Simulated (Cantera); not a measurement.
A closed system holds: 1 mol SiHCl₃, 78 mol N₂, at 100 Torr.

Cantera equilibrium calculation (NASA polynomials, part measured and part estimated; ideal gas, pure solids and liquids). Candidate condensed phases: NH₄Cl, Si, Si₃N₄; 28 gas species. The tables' values for SiCl₃ are old estimates; treat these amounts as uncertain. Equilibrium is a limit: real reactors are often held back by kinetics, nucleation or transport. All values below are at 1600 K.

Base state: N₂ 0.977, HCl 0.0109, SiCl₂ 0.00902, SiCl₃ 0.00174, SiCl₄ 0.000829, H₂ 0.000794, Cl 4.57e-5 (mole fractions); condensed: Si₃N₄(s).

Task: What changes in the equilibrium state with this change: 0.22 mol NH₃ added?

Result: 
```csv
species,before,after
N₂,0.977,0.972
HCl,0.0109,0.0164
SiCl₂,0.00902,0.00743
H₂,0.000794,0.00217
SiCl₄,0.000829,0.000560
"Si₃N₄(s), mol",0.0247,0.0849
```
